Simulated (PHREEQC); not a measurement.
# Leach liquor: an equilibrium model

Make-up at 75 °C: 0.054 mol/kgw H2SO4, 0.0013 mol/kgw ZnSO4 and 0.00037 mol/kgw MgSO4. It is in equilibrium with CO2 at log p = -3.5 (atm). Otherwise closed; pH follows from the charge balance.

All values are PHREEQC results (ion-association model, wateq4f.dat), not measurements.

Each row changes one thing in this solution. No solid was allowed to form.

```csv
case,pH,ionic strength (mol/kgw),HSO4- (mol/kgw),SO4-2 (mol/kgw),HCO3- (mol/kgw)
as made,1.31,0.0683,0.0493,0.00594,5.21e-11
MgSO4 left out,1.31,0.0678,0.0491,0.00589,5.19e-11
ZnSO4 replaced by ZnCl2 at the same molality,1.31,0.0692,0.0482,0.00573,5.13e-11
temperature from 75 to 20 °C,1.24,0.0877,0.0392,0.0158,1.12e-10
diluted 5-fold with water,1.92,0.0172,0.00808,0.00296,1.93e-10
0.002 mol/kgw H4SiO4 added,1.31,0.0683,0.0493,0.00594,5.21e-11
0.021 mol/kgw KCl added,1.31,0.0898,0.0484,___,___
temperature from 75 to 70 °C,1.31,0.0697,0.0485,0.00663,5.65e-11
ZnSO4 replaced by Li2SO4 at the same molality,1.31,___,0.0495,0.00598,5.23e-11
```

Question: Complete the blanks.

Answer: 
- 0.021 mol/kgw KCl added, SO4-2 (mol/kgw): 0.00625
- 0.021 mol/kgw KCl added, HCO3- (mol/kgw): 5.32e-11
- ZnSO4 replaced by Li2SO4 at the same molality, ionic strength (mol/kgw): 0.0677

Some of these states are supersaturated (in Quartz (slow to form), Chalcedony (slow to form), for instance). At this temperature some constants are extrapolated from 25 °C, and those without enthalpy data are left unchanged.
